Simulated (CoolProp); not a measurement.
Vapour-liquid equilibrium of R125 (1) + R236FA (2) at 6.65 °C; x and y are mole fractions of (1).

Values from CoolProp's multi-fluid Helmholtz-energy mixture model, Lemmon 2005 and Pan 2012; pair parameters Bell 2016.

```json
[
 {"x": "0.05", "bubble pressure (bar)": "1.719", "y at the bubble point": "___", "dew pressure at overall composition x (bar)": "1.468", "liquid density (mol/L)": "9.417"},
 {"x": "0.2", "bubble pressure (bar)": "2.670", "y at the bubble point": "0.555", "dew pressure at overall composition x (bar)": "___", "liquid density (mol/L)": "___"},
 {"x": "0.35", "bubble pressure (bar)": "3.639", "y at the bubble point": "0.723", "dew pressure at overall composition x (bar)": "2.008", "liquid density (mol/L)": "___"},
 {"x": "0.5", "bubble pressure (bar)": "4.630", "y at the bubble point": "___", "dew pressure at overall composition x (bar)": "2.455", "liquid density (mol/L)": "10.09"},
 {"x": "0.65", "bubble pressure (bar)": "5.653", "y at the bubble point": "0.894", "dew pressure at overall composition x (bar)": "3.148", "liquid density (mol/L)": "10.31"},
 {"x": "0.8", "bubble pressure (bar)": "6.717", "y at the bubble point": "0.946", "dew pressure at overall composition x (bar)": "4.352", "liquid density (mol/L)": "10.51"},
 {"x": "0.95", "bubble pressure (bar)": "7.838", "y at the bubble point": "0.987", "dew pressure at overall composition x (bar)": "6.822", "liquid density (mol/L)": "10.68"}
]
```

### Question
Some entries are withheld; supply them.

### Answer

- 0.05, y at the bubble point: 0.213
- 0.2, dew pressure at overall composition x (bar): 1.697
- 0.2, liquid density (mol/L): 9.642
- 0.35, liquid density (mol/L): 9.868
- 0.5, y at the bubble point: 0.824

No azeotrope shows between x = 0.05 and 0.95.

Pair parameters are fitted to limited data, so mixtures are less certain than the pure fluids.
